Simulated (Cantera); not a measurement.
Feed: 1 mol SiC, 0.062 mol H2O, 160 mol N2, at 75.0 Torr.

Equilibrium computed with Cantera from the NASA thermochemical tables; the gas is ideal and each condensed phase is pure. Candidate condensed phases: C, C6H6, C7H8, C8H18, H2O, Si, SiC, SiO2, Si2N2O, Si3N4; 151 gas species. Mutual solubility and eutectic melting of coexisting phases are not modelled. Rates play no part. All values below are at 1575 °C.

Base state: N2 0.999, H2 0.000364, CO 0.000218, SiO 0.000169, H 3.20e-5, Si 2.06e-5, HCN 1.33e-5 (mole fractions); condensed: SiC(s) + Si3N4(s).

**Question.** What changes in the equilibrium state with this change: pressure from 75.0 Torr to 750 Torr?

**Answer.** 
```json
[
 {"species": "N2", "before": "0.999", "after": "0.999"},
 {"species": "CO", "before": "0.000218", "after": "0.000374"},
 {"species": "H2", "before": "0.000364", "after": "0.000351"},
 {"species": "SiO", "before": "0.000169", "after": "1.34e-5"},
 {"species": "HCN", "before": "1.33e-5", "after": "6.07e-5"},
 {"species": "Si", "before": "2.06e-5", "after": "4.45e-7"},
 {"species": "H", "before": "3.20e-5", "after": "9.93e-6"},
 {"species": "SiC(s), mol", "before": "0.963", "after": "0.930"},
 {"species": "Si3N4(s), mol", "before": "0.00198", "after": "0.0226"}
]
```
